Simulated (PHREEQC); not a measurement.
Make-up at 58 °C: 37 mmol/kgw Li2CO3 and 0.96 mmol/kgw Fe(NO3)3. Closed to the air; pH follows from the charge balance.

Computed with PHREEQC (ion-association model, wateq4f.dat).

This is a speciation only: nothing precipitates in the calculation.

Q: Predict the pH.

A: pH 10.45.

Q: In which forms is C present?

A: CO3-2 81 %, HCO3- 19 % of the C.

Examples of supersaturated solids here: Hematite (slow to form), Goethite (slow to form). Others may be too. At this temperature some constants are extrapolated from 25 °C, and those without enthalpy data are left unchanged.
